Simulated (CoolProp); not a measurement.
A single-stage vapour-compression cycle with the fluid: evaporating at 283.15 K (dew point), condensing at 342.15 K (bubble point), superheat 8 K, subcooling 2 K, compressor efficiency 0.6, no pressure losses. The same conditions are run with several fluids, on thermodynamics alone (safety and materials aside).

Model: reference Helmholtz-energy equation of state of each fluid (isobutene: Lemmon 2005; R124: de Vries 1995; cyclopropane: Polt 1992; chloromethane (R40): Thol 2014; R11: Jacobsen 1992; R123: Younglove 1994), in CoolProp. The equations of Platzer and Polt are older, rougher fits.

### Question
Rank isobutene, R124, cyclopropane, chloromethane (R40), R11, R123 by cooling COP, highest first.

### Answer
R11 (2.39), R123 (2.29), chloromethane (R40) (2.27), cyclopropane (2.20), isobutene (2.17), R124 (2.04)

```
fluid                pressure ratio  discharge temperature (K)  refrigerating effect (kJ/kg)  volumetric capacity (kJ/m³)
-------------------  --------------  -------------------------  ----------------------------  ---------------------------
isobutene                      5.11                      367.8                           247                         1150
R124                           5.27                      364.2                          94.0                         1330
cyclopropane                   4.30                      392.1                           300                         2700
chloromethane (R40)            4.79                      445.9                           304                         2480
R11                            6.56                      392.5                           140                          493
R123                           7.26                      372.7                           124                          405
```
